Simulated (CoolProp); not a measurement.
Vapour-liquid equilibrium of ammonia (1) + n-pentane (2) at 338.7 K; x and y are mole fractions of (1).

Values from CoolProp's multi-fluid Helmholtz-energy mixture model, Gao 2020 and Thol 2019; pair parameters Bell 2016.

```
x      bubble pressure, mixture model (kPa)  bubble pressure, Raoult's law (kPa)  y, mixture model  y, Raoult's law
-----  ------------------------------------  -----------------------------------  ----------------  ---------------
0.05                                  521.5                                387.8             0.511            0.385
0.125                                  1036                                593.0             0.752            0.630
0.2                                    1583                                798.2             0.834            0.748
0.275                                  2057                                 1003             0.869            0.819
0.35                                   2397                                 1209             0.886            0.865
0.425                                  2598                                 1414             0.894            0.898
0.5                                    2694                                 1619             0.898            0.922
0.575                                  2735                                 1824             0.900            0.942
0.65                                   2759                                 2029             0.902            0.957
0.725                                  2790                                 2234             0.905            0.969
0.8                                    2838                                 2439             0.912            0.979
0.875                                  2903                                 2645             0.927            0.988
0.95                                   2968                                 2850             0.960            0.996
```

The largest gap from Raoult's law is +105.1 % in bubble pressure, at x = 0.275. No azeotrope shows between x = 0.05 and 0.95.

Pair parameters are fitted to limited data, so mixtures are less certain than the pure fluids. With so large a gap from Raoult's law the liquid may split in two, which this calculation doesn't test in full.
